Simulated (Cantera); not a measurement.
Feed: 1 mol MgO, 0.68 mol C, 1.5 mol H₂, held at 0.350 bar.

Method: chemical equilibrium by Gibbs-energy minimisation in Cantera with the NASA 1993 tables (ideal gas, pure condensed phases). Candidate condensed phases: C, C₆H₆, C₇H₈, C₈H₁₈, H₂O, Mg, MgCO₃, MgO, Mg(OH)₂; 116 gas species. The tables' values for MgH are old estimates; treat these amounts as uncertain. Equilibrium is a limit: real reactors are often held back by kinetics, nucleation or transport.

x: gas mole fraction; n: condensed amount in mol.

```
T (K)   x H₂     x CH₄      x CO      x Mg  n C(graphite)  n MgO(s)
-----  -----  --------  --------  --------  -------------  --------
898    0.908    0.0924  7.96e-11  1.43e-10          0.553      1.00
973    0.959    0.0413   2.52e-9   3.04e-9          0.620      1.00
1048   0.980    0.0196   4.34e-8   4.60e-8          0.651      1.00
1123   0.990    0.0101   4.91e-7   5.00e-7          0.665     1.000
1198   0.994   0.00555   4.03e-6   4.05e-6          0.672     1.000
1273   0.997       [?]       [?]       [?]          0.675     1.000
1348   0.998   0.00203  0.000132  0.000132          0.677     1.000
1423   0.998       [?]       [?]       [?]          0.677     0.999
1498   0.995  0.000899   0.00212   0.00211          0.675     0.997
1573   0.985  0.000624   0.00692   0.00688          0.668     0.989
1648   0.959  0.000431    0.0203    0.0201          0.648     0.968
```

Q: Complete the blanks.

A: 
- 1273, x CH₄: 0.00327
- 1273, x CO: 2.57e-5
- 1273, x Mg: 2.56e-5
- 1423, x CH₄: 0.00133
- 1423, x CO: 0.000570
- 1423, x Mg: 0.000568
